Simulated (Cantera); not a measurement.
# Reactions in the system Cu-H-N-O

Cantera with NASA thermochemical tables; ideal gases at 1 bar, condensed phases pure. Values are per mole of reaction as written; species without (g) are pure solids or liquids, kept so even where they would boil at 1 bar.

Cu(OH)2 + N(g) ⇌ Cu + NO2(g) + 2 H(g)

```
T (K)  ΔH° (kJ)  ΔS° (J/K)  ΔG° (kJ)  log10 K
-----  --------  ---------  --------  -------
650       443.2      230.7     293.2   -23.56
750       441.6      228.5     270.2   -18.82
850       439.9      226.4     247.5   -15.21
950       438.2      224.4     225.0   -12.37
1050      436.4      222.7     202.6   -10.08
1150      434.8      221.2     180.4    -8.19
1250      433.2      219.9     158.4    -6.62
1350      431.8      218.8     136.4    -5.28
```
